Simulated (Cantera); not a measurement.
## Equilibrium for silicon oxide and oxynitride deposition: HMDSO + N2O

Charge: 1 mol HMDSO, 5.6 mol N2O, held at 750 Torr.

Cantera equilibrium calculation (NASA polynomials, part measured and part estimated; ideal gas, pure solids and liquids). Candidate condensed phases: C, C6H6, C7H8, C8H18, H2O, Si, SiC, SiO2, Si2N2O, Si3N4; 151 gas species. The feed counts by its element totals alone. The tables hold silica as quartz up to 1696 K and as liquid above; real silica turns to tridymite and cristobalite and melts near 1996 K. Rates play no part.

| T (K) | x H2 | x N2 | x CO | x CH4 | x H2O | x CO2 | x HCN | x NH3 | n C(graphite) | n SiO2(α-quartz) | n SiO2(β-quartz) | n Si2N2O(s) |
|---|---|---|---|---|---|---|---|---|---|---|---|---|
| 525 | 0.0169 | 0.487 | 1.24e-5 | 0.283 | 0.200 | 0.0128 | <1e-12 | 0.000274 | 2.60 | 2.00 | 0 | 0 |
| 725 | 0.190 | 0.443 | 0.00416 | 0.185 | 0.152 | 0.0250 | 3.39e-9 | 0.000378 | 3.29 | 2.00 | 0 | 0 |
| 925 | 0.443 | 0.363 | 0.0790 | 0.0444 | 0.0520 | 0.0188 | 5.67e-7 | 0.000176 | 3.81 | 0 | 2.00 | 0 |
| 1125 | 0.510 | 0.330 | 0.146 | 0.00752 | 0.00479 | 0.00125 | 1.26e-5 | 5.81e-5 | 3.37 | 0 | 2.00 | 0 |
| 1325 | 0.520 | 0.326 | 0.151 | 0.00182 | 0.000565 | 8.78e-5 | 0.000107 | 2.41e-5 | 3.38 | 0 | 2.00 | 0 |
| 1525 | 0.468 | 0.240 | 0.292 | 0.000499 | 0.000196 | 4.54e-5 | 0.000421 | 9.00e-6 | 0.387 | 0 | 0 | 1.000 |
| 1725 | 0.467 | 0.239 | 0.291 | 0.000218 | 5.73e-5 | 1.01e-5 | 0.00140 | 5.37e-6 | 0.370 | 0 | 0 | 0.997 |
x: gas mole fraction; n: condensed amount in mol.

From 525 K to 725 K the condensed part is C(graphite) + SiO2(α-quartz). From 925 K to 1325 K the condensed part is C(graphite) + SiO2(β-quartz). From 1525 K to 1725 K the condensed part is C(graphite) + Si2N2O(s).
